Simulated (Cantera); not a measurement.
An adiabatic, constant-pressure homogeneous reactor starts with CH₃OH : O₂ : N₂ = 1 : 0.833 : 7.92 (molar parts), equivalence ratio 1.8, at 1225 K and 6530 Torr. Integrator tolerance rtol = 1e-08.

Computed with Cantera and GRI-Mech 3.0 (53 species, 325 reactions). GRI-Mech 3.0 was tuned for natural gas; its chemistry of methanol as a main component is partial and can be far from experiment.

```tsv
quantity	before	after
time of steepest temperature rise	1.21 ms	1.17 ms
temperature at 0.700 s	2010 K	2254 K
equilibrium temperature	2010 K	2254 K
x(CH₃OH) at 0.700 s	<1e-12 (gas-phase equilibrium <1e-12)	1.80e-12 (gas-phase equilibrium 1.85e-12)
x(O₂) at 0.700 s	4.94e-8 (gas-phase equilibrium 4.94e-8)	6.97e-7 (gas-phase equilibrium 6.97e-7)
x(H) at 0.700 s	0.000144 (gas-phase equilibrium 0.000144)	0.000431 (gas-phase equilibrium 0.000431)
x(NO₂) at 0.700 s	8.91e-12 (gas-phase equilibrium 8.91e-12)	2.28e-10 (gas-phase equilibrium 2.28e-10)
x(O) at 0.700 s	5.47e-8 (gas-phase equilibrium 5.47e-8)	7.50e-7 (gas-phase equilibrium 7.50e-7)
x(CH₂O) at 0.700 s	1.32e-8 (gas-phase equilibrium 1.32e-8)	2.67e-8 (gas-phase equilibrium 2.67e-8)
x(N₂O) at 0.700 s	5.85e-10 (gas-phase equilibrium 5.85e-10)	5.63e-9 (gas-phase equilibrium 5.63e-9)
```

Task: Which change was made?
A) constant volume in place of constant pressure
B) pressure from 6530 Torr to 3750 Torr
C) O2 0.833 to 2 parts
D) CH3OH 1 to 0.51 parts

Result: A, constant volume in place of constant pressure
